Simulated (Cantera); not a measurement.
A closed system holds: 1 mol Si, 0.043 mol CO2, 600 mol N2, held at 0.990 bar.

These are equilibrium values from Cantera (NASA tables, ideal gas, pure condensed phases), not measurements of a reactor. Candidate condensed phases: C, Si, SiC, SiO2, Si2N2O, Si3N4; 34 gas species. The tables' values for SiN are old estimates; treat these amounts as uncertain. Kinetics and transport are ignored.

Question: At 2223 K, list the 4 most abundant gas species with their mole fractions, and the condensed phases.

Answer: N2 0.999, Si 0.000464, SiO 9.15e-5, Si2N 8.09e-5. Condensed: Si(l).
